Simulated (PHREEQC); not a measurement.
Polishing slurry liquid (model solution)

Make-up at 35 °C and 100 atm: 2.7 mmol/kgw KOH, 6.6 mmol/kgw KNO3 and 56 mmol/kgw KH2PO4. Closed to the air; pH follows from the charge balance.

The numbers come from PHREEQC with the ion-association model, phreeqc.dat.

Each row changes one thing in this solution. This is a speciation only: nothing precipitates in the calculation.

```csv
case,pH,ionic strength (mol/kgw),H2PO4- (mol/kgw),HPO4-2 (mol/kgw),KHPO4- (mol/kgw),H3PO4 (mol/kgw)
as made,5.54,0.0678,0.0533,0.00260,0.000125,1.90e-5
KNO3 left out,5.55,0.0612,0.0533,0.00261,0.000116,1.86e-5
0.0015 mol/kgw CaCl2 added,5.51,0.0704,0.0527,0.00241,0.000115,2.01e-5
KNO3 from 0.0066 to 0.0099 mol/kgw,5.54,0.0711,0.0533,0.00259,0.000129,1.91e-5
diluted 2-fold with water,(withheld),0.0339,0.0266,0.00132,3.91e-5,8.48e-6
diluted 5-fold with water,5.69,0.0136,0.0106,0.000537,7.87e-6,3.02e-6
KOH left out,4.50,(withheld),0.0555,0.000243,(withheld),0.000218
temperature from 35 to 25 °C,5.57,0.0678,0.0533,0.00259,0.000126,1.60e-5
KH2PO4 from 0.056 to 0.084 mol/kgw,(withheld),0.0957,0.0812,0.00259,(withheld),4.64e-5
```

What belongs in the gaps?


- diluted 2-fold with water, pH: 5.62
- KOH left out, ionic strength (mol/kgw): 0.0629
- KOH left out, KHPO4- (mol/kgw): 1.15e-5
- KH2PO4 from 0.056 to 0.084 mol/kgw, pH: 5.32
- KH2PO4 from 0.056 to 0.084 mol/kgw, KHPO4- (mol/kgw): 0.000159

Complexes and solids missing from the database can't appear. Under pressure, the constants of complexes without a molar volume in the database are unreliable.
